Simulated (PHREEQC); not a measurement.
A solution holds 0.0027 mol NaCl per kg of water, at 20 °C. Closed to the air; pH follows from the charge balance.

All values are PHREEQC results (Pitzer model, pitzer.dat), not measurements.

No solid was allowed to form.

Question: Estimate the specific conductance, osmotic coefficient.

Answer: specific conductance 291 µS/cm; osmotic coefficient 0.982.
